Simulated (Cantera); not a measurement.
Input: 1 mol C2F6, 0.012 mol CH4, 0.69 mol H2, at 750 Torr.

These are equilibrium values from Cantera (NASA tables, ideal gas, pure condensed phases), not measurements of a reactor. Candidate condensed phases: C, C6H6, C7H8, C8H18; 95 gas species. The feed counts by its element totals alone. The tables' values for C2F4 are old estimates; treat these amounts as uncertain. Gases not in the tables: C2F6 and larger saturated fluorocarbons. Equilibrium is a limit: real reactors are often held back by kinetics, nucleation or transport.

x: gas mole fraction; n: condensed amount in mol.

```tsv
T (°C)	x HF	x CF4	x F	x CF2	x CF	x CF3	x C3	n C(graphite)
1327	0.555	0.444	7.87e-6	0.000115	3.01e-9	5.31e-5	<1e-12	0.869
1527	0.555	0.443	0.000111	0.00117	1.71e-7	0.000350	<1e-12	0.867
1727	0.553	0.437	0.000919	0.00737	4.26e-6	0.00156	2.77e-11	0.859
1927	0.544	0.414	0.00513	0.0322	5.82e-5	0.00511	2.42e-9	0.827
2127	0.516	0.348	0.0208	0.102	0.000493	0.0124	9.81e-8	[?]
2327	0.461	0.221	0.0632	0.232	0.00277	0.0208	2.21e-6	[?]
2527	0.392	0.0847	0.142	0.350	0.0105	0.0211	3.16e-5	[?]
2727	0.342	0.0189	0.242	0.355	0.0280	0.0129	0.000312	[?]
2927	0.308	0.00308	0.342	0.280	0.0582	0.00574	0.00229	[?]
3127	0.277	0.000415	0.418	0.184	0.0998	0.00207	0.0132	[?]
```

### Question
Some entries are withheld; supply them.

### Answer

- 2127, n C(graphite): 0.732
- 2327, n C(graphite): 0.536
- 2527, n C(graphite): 0.312
- 2727, n C(graphite): 0.273
- 2927, n C(graphite): 0.369
- 3127, n C(graphite): 0.296
